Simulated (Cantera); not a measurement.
Cantera with NASA thermochemical tables; ideal gases at 1 bar, condensed phases pure. Values are per mole of reaction as written; species without (g) are pure solids or liquids, kept so even where they would boil at 1 bar.

10 OH(g) + P4(g) = P4O10(g) + 5 H2(g), with ΔH° = -3356.6 kJ and ΔS° = -1060.2 J/K at 300 K.

How far is the shortcut ΔG° ≈ ΔH°(300 K) − T·ΔS°(300 K) from the full temperature-dependent value at 1075, 1225, 1375, 1525, 1675, 1825, 1975, 2125, 2275, 2425, 2575 K?


| T (K) | shortcut (kJ) | full (kJ) | difference (kJ) | difference in log10 K |
|---|---|---|---|---|
| 1075 | -2216.8 | -2228.6 | 11.8 | -0.57 |
| 1225 | -2057.8 | -2076.7 | 18.9 | -0.81 |
| 1375 | -1898.8 | -1926.0 | 27.3 | -1.04 |
| 1525 | -1739.7 | -1776.5 | 36.8 | -1.26 |
| 1675 | -1580.7 | -1628.0 | 47.3 | -1.48 |
| 1825 | -1421.6 | -1480.5 | 58.8 | -1.68 |
| 1975 | -1262.6 | -1333.7 | 71.1 | -1.88 |
| 2125 | -1103.6 | -1187.8 | 84.2 | -2.07 |
| 2275 | -944.5 | -1042.6 | 98.0 | -2.25 |
| 2425 | -785.5 | -898.0 | 112.5 | -2.42 |
| 2575 | -626.5 | -754.0 | 127.5 | -2.59 |
The shortcut ignores the heat-capacity change of the reaction.
